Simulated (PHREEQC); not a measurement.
A solution holds 110 mmol/kgw NaH2PO4, at 20 °C. Closed to the air; pH follows from the charge balance.

Model: ion-association model, phreeqc.dat, run in PHREEQC.

Task: The ionic strength comes out as 0.110 mol/kgw. What activity coefficients do HPO4-2, H+, NaHPO4-, Na+, H2PO4- get?

Result: HPO4-2 0.37, H+ 0.82, NaHPO4- 0.78, Na+ 0.78, H2PO4- 0.78.

This is a speciation only: nothing precipitates in the calculation. Complexes and solids missing from the database can't appear.
